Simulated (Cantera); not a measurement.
A closed system holds: 1 mol Fe, 0.25 mol NH3, 2.4 mol N2, 0.56 mol H2S, held at 1575 K and 133 Pa.

Equilibrium computed with Cantera from the NASA thermochemical tables; the gas is ideal and each condensed phase is pure. Candidate condensed phases: Fe, FeS, FeS2, S; 16 gas species. Metal and sulfide melt together well below either melting point, which pure phases cannot show. Mutual solubility and eutectic melting of coexisting phases are not modelled. FeS: taken at fixed stoichiometry. The numbers say what is thermodynamically allowed, not how fast it happens.

Base state: N2 0.705, H2 0.255, S2 0.0320, H2S 0.00429, SH 0.00195, H 0.000575, Fe 0.000512, S 0.000457 (mole fractions); condensed: Fe(γ) + FeS(l).

Task: What changes in the equilibrium state with this change: H2S from 0.56 to 0.073 mol?

Result: 
```csv
species,before,after
N2,0.705,0.839
H2,0.255,0.147
S2,0.0320,0.0108
Fe,0.000512,0.000512
H2S,0.00429,0.00143
SH,0.00195,0.000858
S,0.000457,0.000266
"Fe(γ), mol",0.692,0.998
"FeS(l), mol",0.306,0
```

Task: What changes in the equilibrium state with this change: temperature from 1575 K to 1548 K?

Result: 
```csv
species,before,after
N2,0.705,0.712
H2,0.255,0.258
S2,0.0320,0.0231
Fe,0.000512,0.000302
S,0.000457,0.000291
H,0.000575,0.000429
SH,0.00195,0.00151
H2S,0.00429,0.00416
"Fe(γ), mol",0.692,0.624
"FeS(l), mol",0.306,0.375
```

Task: What changes in the equilibrium state with this change: Fe replaced by Ni?

Result: 
```json
[
 {"species": "N2", "before": "0.705", "after": "0.714"},
 {"species": "H2", "before": "0.255", "after": "0.260"},
 {"species": "S2", "before": "0.0320", "after": "0.0204"},
 {"species": "Fe", "before": "0.000512", "after": "0"},
 {"species": "Ni", "before": "0", "after": "0.000192"},
 {"species": "NiS", "before": "0", "after": "0.000123"},
 {"species": "S", "before": "0.000457", "after": "0.000365"},
 {"species": "SH", "before": "0.00195", "after": "0.00157"},
 {"species": "H2S", "before": "0.00429", "after": "0.00348"},
 {"species": "Fe(γ), mol", "before": "0.692", "after": "0"},
 {"species": "FeS(l), mol", "before": "0.306", "after": "0"},
 {"species": "Ni(s), mol", "before": "0", "after": "0.405"},
 {"species": "Ni3S2(l), mol", "before": "0", "after": "0.198"}
]
```
Further candidate phases: Ni, NiS, NiS2, Ni3S2, Ni3S4.
